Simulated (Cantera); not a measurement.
Input: 1 mol Si, a varied amount of O2, 2.8 mol N2, held at 1650 °C and 101000 Pa.

Method: chemical equilibrium by Gibbs-energy minimisation in Cantera with the NASA 1993 tables (ideal gas, pure condensed phases). Candidate condensed phases: Si, SiO2, Si2N2O, Si3N4; 16 gas species. Mutual solubility and eutectic melting of coexisting phases are not modelled. The tables hold silica as quartz up to 1696 K and as liquid above; real silica turns to tridymite and cristobalite and melts near 1996 K. Rates play no part.

Question: Which condensed phases are stable at each of these points (n(O2) (mol)): 0.26, 0.31, 0.37, 0.43, 0.51, 0.6, 0.72, 0.85, 1, 1.2, 1.4, 1.7, 2?

Answer: 
```json
[
 {"n(O2) (mol)": "0.26", "condensed phases": "SiO2(condensed) + Si2N2O(s)", "Si condensed (%)": "96.7"},
 {"n(O2) (mol)": "0.31", "condensed phases": "SiO2(condensed) + Si2N2O(s)", "Si condensed (%)": "96.7"},
 {"n(O2) (mol)": "0.37", "condensed phases": "SiO2(condensed) + Si2N2O(s)", "Si condensed (%)": "96.6"},
 {"n(O2) (mol)": "0.43", "condensed phases": "SiO2(condensed) + Si2N2O(s)", "Si condensed (%)": "96.6"},
 {"n(O2) (mol)": "0.51", "condensed phases": "SiO2(condensed) + Si2N2O(s)", "Si condensed (%)": "96.5"},
 {"n(O2) (mol)": "0.6", "condensed phases": "SiO2(condensed) + Si2N2O(s)", "Si condensed (%)": "96.4"},
 {"n(O2) (mol)": "0.72", "condensed phases": "SiO2(condensed) + Si2N2O(s)", "Si condensed (%)": "96.3"},
 {"n(O2) (mol)": "0.85", "condensed phases": "SiO2(condensed) + Si2N2O(s)", "Si condensed (%)": "96.2"},
 {"n(O2) (mol)": "1", "condensed phases": "SiO2(condensed)", "Si condensed (%)": "100.0"},
 {"n(O2) (mol)": "1.2", "condensed phases": "SiO2(condensed)", "Si condensed (%)": "100.0"},
 {"n(O2) (mol)": "1.4", "condensed phases": "SiO2(condensed)", "Si condensed (%)": "100.0"},
 {"n(O2) (mol)": "1.7", "condensed phases": "SiO2(condensed)", "Si condensed (%)": "100.0"},
 {"n(O2) (mol)": "2", "condensed phases": "SiO2(condensed)", "Si condensed (%)": "100.0"}
]
```

From 0.26 mol O2 to 0.85 mol O2 the condensed part is SiO2(condensed) + Si2N2O(s). From 1 mol O2 to 2 mol O2 the condensed part is SiO2(condensed).
